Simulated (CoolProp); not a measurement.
A single-stage vapour-compression cycle with sulfur dioxide: evaporating at 247.15 K (dew point), condensing at 271.15 K (bubble point), superheat 0 K, subcooling 5 K, compressor efficiency 0.7, no pressure losses. Each further row changes one setting.

Computed with CoolProp (reference Helmholtz-energy equation of state, Gao 2016).

```json
[
 {"case": "as stated", "cooling COP": "?", "pressure ratio": "3.05", "discharge temperature (K)": "339.1", "refrigerating effect (kJ/kg)": "378", "volumetric capacity (kJ/m³)": "562"},
 {"case": "evaporating temperature 252.15 K", "cooling COP": "?", "pressure ratio": "2.37", "discharge temperature (K)": "322.8", "refrigerating effect (kJ/kg)": "?", "volumetric capacity (kJ/m³)": "?"},
 {"case": "condensing temperature 266.15 K", "cooling COP": "8.57", "pressure ratio": "2.46", "discharge temperature (K)": "?", "refrigerating effect (kJ/kg)": "384", "volumetric capacity (kJ/m³)": "572"},
 {"case": "subcooling 10 K", "cooling COP": "6.78", "pressure ratio": "3.05", "discharge temperature (K)": "339.1", "refrigerating effect (kJ/kg)": "384", "volumetric capacity (kJ/m³)": "572"},
 {"case": "superheat 10 K", "cooling COP": "6.50", "pressure ratio": "3.05", "discharge temperature (K)": "?", "refrigerating effect (kJ/kg)": "384", "volumetric capacity (kJ/m³)": "548"},
 {"case": "compressor efficiency 0.6", "cooling COP": "5.71", "pressure ratio": "3.05", "discharge temperature (K)": "353.2", "refrigerating effect (kJ/kg)": "378", "volumetric capacity (kJ/m³)": "562"}
]
```

Complete the blanks.


- as stated, cooling COP: 6.66
- evaporating temperature 252.15 K, cooling COP: 8.77
- evaporating temperature 252.15 K, refrigerating effect (kJ/kg): 380
- evaporating temperature 252.15 K, volumetric capacity (kJ/m³): 716
- condensing temperature 266.15 K, discharge temperature (K): 320.4
- superheat 10 K, discharge temperature (K): 351.9
